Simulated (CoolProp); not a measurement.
Vapour-liquid equilibrium of propane (1) + neopentane (2) at 3.08 bar; x and y are mole fractions of (1).

The numbers come from the multi-fluid Helmholtz-energy mixture model, Lemmon 2009 and Lemmon 2006; pair parameters Bell 2016 in CoolProp.

```json
[
 {"x": "0.05", "bubble temperature, mixture model (K)": "314.5", "bubble temperature, Raoult's law (K)": "311.2", "y, mixture model": "0.126", "y, Raoult's law": "0.213"},
 {"x": "0.15", "bubble temperature, mixture model (K)": "308.3", "bubble temperature, Raoult's law (K)": "300.4", "y, mixture model": "0.335", "y, Raoult's law": "0.491"},
 {"x": "0.25", "bubble temperature, mixture model (K)": "302.4", "bubble temperature, Raoult's law (K)": "292.0", "y, mixture model": "0.507", "y, Raoult's law": "0.659"},
 {"x": "0.35", "bubble temperature, mixture model (K)": "296.3", "bubble temperature, Raoult's law (K)": "285.2", "y, mixture model": "0.650", "y, Raoult's law": "0.766"},
 {"x": "0.45", "bubble temperature, mixture model (K)": "289.9", "bubble temperature, Raoult's law (K)": "279.5", "y, mixture model": "0.767", "y, Raoult's law": "0.839"},
 {"x": "0.55", "bubble temperature, mixture model (K)": "283.4", "bubble temperature, Raoult's law (K)": "274.8", "y, mixture model": "0.857", "y, Raoult's law": "0.890"},
 {"x": "0.65", "bubble temperature, mixture model (K)": "277.0", "bubble temperature, Raoult's law (K)": "270.6", "y, mixture model": "0.921", "y, Raoult's law": "0.927"},
 {"x": "0.75", "bubble temperature, mixture model (K)": "271.0", "bubble temperature, Raoult's law (K)": "267.1", "y, mixture model": "0.962", "y, Raoult's law": "0.955"},
 {"x": "0.85", "bubble temperature, mixture model (K)": "265.7", "bubble temperature, Raoult's law (K)": "263.9", "y, mixture model": "0.985", "y, Raoult's law": "0.976"},
 {"x": "0.95", "bubble temperature, mixture model (K)": "261.4", "bubble temperature, Raoult's law (K)": "261.1", "y, mixture model": "0.997", "y, Raoult's law": "0.993"}
]
```

The largest gap from Raoult's law is +11.1 K in bubble temperature, at x = 0.35. No azeotrope shows between x = 0.05 and 0.95.

The pair parameters rest on a limited set of measurements; away from them the model extrapolates.
